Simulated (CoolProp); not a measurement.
Vapour pressure (kPa) of CHF3 (R23): the reference equation beside estimates from Tc = 299.3 K, pc = 4832 kPa, ω = 0.263.

Computed with CoolProp (reference Helmholtz-energy equation of state, Penoncello 2003).

```csv
T (K),reference,Lee-Kesler,van der Waals,Redlich-Kwong,Soave-Redlich-Kwong,Peng-Robinson
158.8,9.944,9.244,198.6,23.96,9.446,9.991
172.3,29.66,28.31,329.2,63.21,28.68,29.62
185.7,73.23,71.42,508.0,139.5,71.81,72.92
199.2,158.1,156.7,745.0,271.9,156.8,157.4
212.7,305.6,306.2,1046,479.4,306.0,304.5
226.2,541.4,545.5,1416,781.7,546.0,540.5
239.6,891.4,899.6,1858,1194,903.9,892.4
253.1,1393,1404,2383,1741,1418,1399
266.6,2081,2093,2991,2437,2120,2095
280.1,2999,3010,3686,3297,3048,3022
```

Absolute difference from the reference over all 10 rows, mean and median: Lee-Kesler 1.9 and 0.8 %, van der Waals 452.2 and 201.9 %, Redlich-Kwong 60.4 and 50.6 %, Soave-Redlich-Kwong 1.9 and 1.7 %, Peng-Robinson 0.4 and 0.4 %.
